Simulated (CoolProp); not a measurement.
Ethylene along the isotherm 248.4 K: density (kg/m³) from the reference equation and from simpler models built on Tc = 282.4 K, pc = 5.042 MPa, ω = 0.087; each cubic takes its own stable root.

Computed with CoolProp (reference Helmholtz-energy equation of state, Smukala 2000).

| p (MPa) | phase | reference | Redlich-Kwong | Soave-Redlich-Kwong |
|---|---|---|---|---|
| 0.0797 | gas | 1.091 | 1.091 | 1.091 |
| 0.12 | gas | 1.650 | 1.649 | 1.650 |
| 0.181 | gas | 2.504 | 2.503 | 2.504 |
| 0.274 | gas | 3.828 | 3.826 | 3.827 |
| 0.413 | gas | 5.857 | 5.852 | 5.856 |
| 0.623 | gas | 9.049 | 9.037 | 9.045 |
| 0.94 | gas | 14.20 | 14.16 | 14.19 |
| 1.42 | gas | 23.00 | 22.86 | 22.93 |
| 2.14 | gas | 40.02 | 39.27 | 39.55 |
| 3.23 | liquid | 431.6 | 386.1 | 391.7 |
| 4.87 | liquid | 439.2 | 398.9 | 403.7 |
| 7.34 | liquid | 448.8 | 414.2 | 418.1 |
| 11.1 | liquid | 460.6 | 432.0 | 435.3 |
| 16.7 | liquid | 474.6 | 452.0 | 454.6 |
| 25.2 | liquid | 491.1 | 474.4 | 476.4 |
